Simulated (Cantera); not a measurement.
A perfectly stirred reactor is fed with 5.56 % CH4, 94.4 % N2, at 101000 Pa; it is held at 1625 K, and followed from long to short residence time.

Cantera simulation using GRI-Mech 3.0 (53 species, 325 reactions); the numbers are that mechanism's predictions, not measurements. GRI-Mech 3.0 stops at C3 and has no aromatics, soot or wall deposition, so with more carbon than oxygen in the feed, carbon stays in small species such as C2H2 where larger ones or solid carbon would form.

x: mole fraction; the columns are a selection and need not sum to one.

| τ (s) | x CH4 | x C2H | x C2H4 | x H2 | x CH2 |
|---|---|---|---|---|---|
| 0.49 | 0.0157 | 1.72e-8 | 0.000191 | 0.0564 | 1.69e-8 |
| 0.22 | 0.0219 | 1.46e-8 | 0.000262 | 0.0475 | 2.34e-8 |
| 0.10 | 0.0289 | 1.17e-8 | 0.000409 | 0.0373 | 3.16e-8 |
| 0.045 | ? | ? | ? | ? | ? |
| 0.021 | 0.0424 | 5.71e-9 | 0.000948 | 0.0174 | 5.30e-8 |
| 0.0093 | 0.0478 | 2.97e-9 | 0.00112 | 0.00944 | 6.28e-8 |
| 0.0042 | ? | ? | ? | ? | 6.17e-8 |

### Question
What belongs in the gaps?

### Answer

- 0.045, x CH4: 0.0362
- 0.045, x C2H: 8.57e-9
- 0.045, x C2H4: 0.000657
- 0.045, x H2: 0.0266
- 0.045, x CH2: 4.20e-8
- 0.0042, x CH4: 0.0517
- 0.0042, x C2H: 1.06e-9
- 0.0042, x C2H4: 0.000876
- 0.0042, x H2: 0.00410
